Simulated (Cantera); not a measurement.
A freely propagating, adiabatic, planar premixed flame of H2 : O2 : N2 = 1 : 0.357 : 1.34 (molar parts), equivalence ratio 1.4, unburnt at 523 K and 3.00 bar; mixture-averaged transport, grid criteria slope 0.08 and curve 0.16, no radiation.

Model: the H2/O2 subset of GRI-Mech 3.0, which has no nitrogen chemistry, integrated in Cantera. The hydrogen kinetics of GRI-Mech 3.0 are dated; newer H2 mechanisms differ, most at raised pressure. Burning velocities carry a grid error of a few per cent, more on coarse grids.

### Question
How do the results move with these cheaper or finer settings: unity-Lewis-number transport; multicomponent transport; multicomponent+Soret transport; grid criteria slope 0.5, curve 1; grid criteria slope 0.25, curve 0.5; grid criteria slope 0.03, curve 0.06?

### Answer
| setting | laminar burning velocity | thermal thickness | peak x(OH) | peak x(O) | grid points |
|---|---|---|---|---|---|
| as above | 729 cm/s | 0.102 mm | 0.0123 | 0.00625 | 114 |
| unity-Lewis-number transport | 469 cm/s | 0.0896 mm | 0.0122 | 0.00565 | 99 |
| multicomponent transport | 715 cm/s | 0.102 mm | 0.0122 | 0.00616 | 114 |
| multicomponent+Soret transport | 679 cm/s | 0.0998 mm | 0.0123 | 0.00618 | 114 |
| grid criteria slope 0.5, curve 1 | 797 cm/s | 0.131 mm | 0.0133 | 0.00624 | 39 |
| grid criteria slope 0.25, curve 0.5 | 748 cm/s | 0.113 mm | 0.0124 | 0.00610 | 55 |
| grid criteria slope 0.03, curve 0.06 | 724 cm/s | 0.0999 mm | 0.0121 | 0.00626 | 246 |
Unity Lewis numbers drop preferential diffusion, which matters most where H2 and H carry the flame; Soret adds thermal diffusion.
